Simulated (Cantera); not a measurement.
Charge: 1 mol Ti, 9.2 mol CH4, equilibrated at 12.8 Torr.

These are equilibrium values from Cantera (NASA tables, ideal gas, pure condensed phases), not measurements of a reactor. Candidate condensed phases: C, C6H6, C7H8, C8H18, Ti, TiC; 77 gas species. TiC: taken at fixed stoichiometry. The numbers say what is thermodynamically allowed, not how fast it happens. All values below are at 1402 °C.

Base state: H2 0.999, H 0.000890, C2H2 (acetylene) 5.80e-5, CH4 2.04e-5 (mole fractions); condensed: C(graphite) + TiC(s).

Problem. What changes in the equilibrium state with this change: 0.13 mol O2 added?

Solution. 
```
species             before     after
----------------  --------  --------
H2                   0.999     0.985
CO                       0    0.0139
H                 0.000890  0.000884
CH4                2.04e-5   1.99e-5
C2H2 (acetylene)   5.80e-5   5.72e-5
C(graphite), mol      8.20      7.94
TiC(s), mol           1.00      1.00
```
Further candidate phases: H2O, TiO, TiO2, Ti2O3, Ti3O5, Ti4O7.
